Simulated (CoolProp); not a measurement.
A Linde-Hampson liquefier for carbon monoxide: isothermal reversible compression at 300 K from 1 atm to 30 MPa, throttling to 1 atm, return gas leaving the recuperator 0 K below the feed. Each further row changes one setting.

Values from CoolProp's reference Helmholtz-energy equation of state, Lemmon 2006. It is a short technical equation, of lower accuracy than the large ones.

```tsv
case	liquid yield per pass	compression work (kJ/kg of gas)
as stated	0.101	509
high pressure 60 MPa	0.093	588
warm-end temperature 330 K	0.075	564
warm-end gap 5 K	0.091	509
```
